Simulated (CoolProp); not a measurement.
Vapour pressure (kPa) of hexamethyldisiloxane (MM): the reference equation beside estimates from Tc = 245.6 °C, pc = 1931 kPa, ω = 0.418. Clausius-Clapeyron is anchored at -4.85 °C with a constant enthalpy of vaporisation of 39.35 kJ/mol.

Model: reference Helmholtz-energy equation of state, Thol 2016, in CoolProp.

```tsv
T (°C)	reference	Lee-Kesler	Clausius-Clapeyron	van der Waals	Redlich-Kwong	Peng-Robinson
-21.45	0.3037	0.3011	0.3099	43.69	2.851	0.3498
-15.95	0.4589	0.4531	0.4632	50.71	3.883	0.5197
-10.35	0.6838	0.6729	0.6856	58.66	5.228	0.7623
-4.85	0.9917	0.9736	0.9917	67.29	6.896	1.090
0.75	1.421	1.393	1.422	76.97	9.011	1.543
6.35	2.000	1.959	2.011	87.59	11.62	2.148
11.85	2.754	2.696	2.788	98.99	14.72	2.928
17.45	3.755	3.677	3.839	111.6	18.53	3.957
22.95	5.021	4.920	5.195	125.1	22.98	5.249
28.55	6.658	6.531	6.989	139.9	28.32	6.912
34.15	8.718	8.561	9.301	155.9	34.57	8.994
39.65	11.23	11.04	12.19	172.7	41.69	11.52
45.25	14.37	14.15	15.91	191.1	50.05	14.67
50.75	18.11	17.88	20.48	210.4	59.42	18.42
```

Absolute difference from the reference over all 14 rows, mean and median: Lee-Kesler 1.7 and 1.8 %, Clausius-Clapeyron 3.9 and 2.1 %, van der Waals 4726.7 and 3183.2 %, Redlich-Kwong 458.2 and 414.0 %, Peng-Robinson 6.8 and 5.8 %.
